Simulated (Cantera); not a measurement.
An isothermal, constant-pressure homogeneous reactor starts with 0.962 % CH₄, 0.903 % O₂, 98.1 % N₂, at 1450 K and 500000 Pa.

Computed with Cantera and GRI-Mech 3.0 (53 species, 325 reactions).

x: mole fraction; the columns are a selection and need not sum to one.

```
t (s)        x CH₄      x O₂     x CO₂     x HCO     x CH₂      x NO      x CO
--------  --------  --------  --------  --------  --------  --------  --------
4.00e-5    0.00962   0.00903  3.67e-12    <1e-12    <1e-12    <1e-12  1.56e-11
0.000175   0.00962   0.00903  1.88e-10    <1e-12  2.37e-12    <1e-12         …
0.000761   0.00960   0.00902   1.02e-8  2.28e-11  2.42e-11    <1e-12   1.27e-7
0.00332    0.00951   0.00899   2.02e-7  3.15e-10  9.43e-11    <1e-12   7.92e-6
0.0145           …   0.00835         …         …         …  3.64e-11         …
0.0632     0.00126  0.000186  0.000863  1.18e-10   2.63e-9   1.35e-8   0.00596
0.276      0.00120   8.98e-6   0.00114  2.13e-11  1.29e-10   8.85e-9   0.00581
1.20       0.00109   1.36e-9   0.00163  1.84e-11  6.19e-11   3.41e-9   0.00535
5.25      0.000815    <1e-12   0.00217  1.86e-11  4.81e-11  4.09e-10   0.00493
22.9      0.000523    <1e-12   0.00210  2.24e-11  3.23e-11  3.09e-10   0.00548
100       0.000323    <1e-12   0.00192  2.96e-11  1.30e-11  2.37e-10   0.00671
```

What belongs in the gaps?


- 0.000175, x CO: 1.08e-9
- 0.0145, x CH₄: 0.00829
- 0.0145, x CO₂: 1.07e-5
- 0.0145, x HCO: 3.22e-9
- 0.0145, x CH₂: 1.55e-9
- 0.0145, x CO: 0.000382
